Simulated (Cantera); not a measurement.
Cantera with NASA thermochemical tables; ideal gases at 1 bar, condensed phases pure. Values are per mole of reaction as written; species without (g) are pure solids or liquids, kept so even where they would boil at 1 bar.

2 Na2S + C = 4 Na + CS2(g)

```csv
T (K),ΔH° (kJ),ΔS° (J/K),ΔG° (kJ),log10 K
1025,845.2,252.2,586.7,-29.90
1050,?,?,?,?
1075,?,?,?,?
1100,841.6,248.9,567.9,-26.96
1125,839.7,247.2,561.7,-26.08
1150,837.3,245.0,555.5,-25.23
1175,?,?,?,?
1200,830.5,239.3,543.4,-23.65
1225,826.0,235.6,537.4,-22.92
1250,?,?,?,?
```

Q: Fill in the missing entries.

A: 
- 1050, ΔH° (kJ): 844.3
- 1050, ΔS° (J/K): 251.3
- 1050, ΔG° (kJ): 580.4
- 1050, log10 K: -28.87
- 1075, ΔH° (kJ): 843.1
- 1075, ΔS° (J/K): 250.2
- 1075, ΔG° (kJ): 574.1
- 1075, log10 K: -27.89
- 1175, ΔH° (kJ): 834.2
- 1175, ΔS° (J/K): 242.4
- 1175, ΔG° (kJ): 549.4
- 1175, log10 K: -24.42
- 1250, ΔH° (kJ): 820.7
- 1250, ΔS° (J/K): 231.3
- 1250, ΔG° (kJ): 531.6
- 1250, log10 K: -22.21
